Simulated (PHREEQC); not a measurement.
3.2 g of hydrous ferric oxide (600 m²/g; 0.2 weak and 0.005 strong sites per Fe, Dzombak-Morel constants, diffuse double layer) in 1 kg of water with 0.01 mol/kgw of an inert sodium salt and 5.9e-05 mol ZnCl2 and 5.9e-05 mol CaCl2, at 25 °C; the pH is set by adding NaOH or the inert anion's acid. Oxygen is held at 0.21 atm. CO2 from the air is kept out. Precipitation was switched off in this run.

The series has 13 steps of pH, from 3 to 9.

The numbers come from PHREEQC with the ion-association model, wateq4f.dat.

Near which pH is half of the Zn sorbed, and on which side is more sorbed?

Near pH 5.4, with more sorbed at higher pH.

Near which pH is half of the Ca sorbed, and on which side is more sorbed?

Near pH 7.7, with more sorbed at higher pH.

Complexes and solids missing from the database can't appear. The oxide is taken as insoluble; below pH 4 it would dissolve.
